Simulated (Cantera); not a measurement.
Charge: 1 mol SiC, 2.9 mol N₂O, 40 mol H₂, at 1.00 bar.

Method: chemical equilibrium by Gibbs-energy minimisation in Cantera with the NASA 1993 tables (ideal gas, pure condensed phases). Candidate condensed phases: C, C₆H₆, C₇H₈, C₈H₁₈, H₂O, Si, SiC, SiO₂, Si₂N₂O, Si₃N₄; 151 gas species. Mutual solubility and eutectic melting of coexisting phases are not modelled. The tables hold silica as quartz up to 1696 K and as liquid above; real silica turns to tridymite and cristobalite and melts near 1996 K. Kinetics and transport are ignored.

Problem. Which condensed phases are stable at each of these points (T (°C)): 1177, 1202, 1227, 1252, 1277, 1302, 1327, 1352, 1377, 1402, 1427, 1452?

Solution. 
```tsv
T (°C)	condensed phases	Si condensed (%)
1177	SiO₂(β-quartz) + Si₂N₂O(s)	100.0
1202	SiO₂(β-quartz) + Si₂N₂O(s)	100.0
1227	SiO₂(β-quartz) + Si₂N₂O(s)	100.0
1252	SiO₂(β-quartz) + Si₂N₂O(s)	100.0
1277	SiO₂(β-quartz) + Si₂N₂O(s)	99.9
1302	SiO₂(β-quartz) + Si₂N₂O(s)	99.8
1327	SiO₂(β-quartz) + Si₂N₂O(s)	99.7
1352	SiO₂(β-quartz) + Si₂N₂O(s)	99.5
1377	SiO₂(β-quartz) + Si₂N₂O(s)	99.1
1402	SiO₂(β-quartz) + Si₂N₂O(s)	98.4
1427	SiO₂(condensed) + Si₂N₂O(s)	97.3
1452	SiO₂(condensed) + Si₂N₂O(s)	95.5
```

From 1177 °C to 1402 °C the condensed part is SiO₂(β-quartz) + Si₂N₂O(s). From 1427 °C to 1452 °C the condensed part is SiO₂(condensed) + Si₂N₂O(s).
